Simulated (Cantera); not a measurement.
B₂H₆ + O₂ + N₂ (boron, boron nitride and boron oxide)

Input: 1 mol B₂H₆, 0.53 mol O₂, a varied amount of N₂, held at 1827 °C and 51.0 Pa.

Method: chemical equilibrium by Gibbs-energy minimisation in Cantera with the NASA 1993 tables (ideal gas, pure condensed phases). Candidate condensed phases: B, BN, B₂O₃, B₃O₃H₃, H₂O; 39 gas species. The feed counts by its element totals alone. The tables' values for BH₂ are old estimates; treat these amounts as uncertain. The numbers say what is thermodynamically allowed, not how fast it happens.

From 3.8 mol N₂ to 56 mol N₂ the condensed part is B(s). The main B-bearing gas is BO throughout. The share of B in condensed phases is highest at 3.8 mol N₂ (45.7 %) and lowest at 56 mol N₂ (42.1 %).

```csv
n(N₂) (mol),x N₂,x H₂,x BO,x H,x HBO,n B(s)
3.8,0.474,0.320,0.0906,0.0781,0.0281,0.914
10,0.696,0.174,0.0556,0.0575,0.0127,0.904
17,0.791,0.113,0.0392,0.0463,0.00721,0.894
23,0.834,0.0860,0.0314,0.0405,0.00505,0.886
30,0.866,0.0669,0.0256,0.0357,0.00362,0.876
37,0.887,0.0544,0.0216,0.0322,0.00276,0.867
43,0.900,0.0467,0.0191,0.0298,0.00226,0.859
50,0.912,0.0400,0.0168,0.0276,0.00184,0.849
56,0.920,0.0355,0.0152,0.0260,0.00157,0.841
```
x: gas mole fraction; n: condensed amount in mol.
